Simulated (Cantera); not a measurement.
An adiabatic, constant-pressure homogeneous reactor starts with CO : H2 : CH4 : O2 : N2 = 1 : 0.074 : 0.6 : 1.58 : 5.37 (molar parts), equivalence ratio 1.1, at 1523 K and 24.0 bar.

Detailed kinetics in Cantera: GRI-Mech 3.0 (53 species, 325 reactions). The pressure lies above the range GRI-Mech 3.0 was tuned for (to about 10 atm). Above 3000 K some thermodynamic fits are extrapolated.

**Question.** Predict: time of steepest temperature rise; temperature at 0.200 s; equilibrium temperature; x(CO) at 0.200 s; x(H2) at 0.200 s; x(NO2) at 0.200 s.

**Answer.** 
```json
{
  "time_of_steepest_temperature_rise": "46.1 µs",
  "temperature at 0.200 s": "3040 K",
  "equilibrium_temperature": "3040 K",
  "x(CO) at 0.200 s": "0.0745 (gas-phase equilibrium 0.0745)",
  "x(H2) at 0.200 s": "0.0113 (gas-phase equilibrium 0.0113)",
  "x(NO2) at 0.200 s": "8.35e-6 (gas-phase equilibrium 8.35e-6)"
}
```
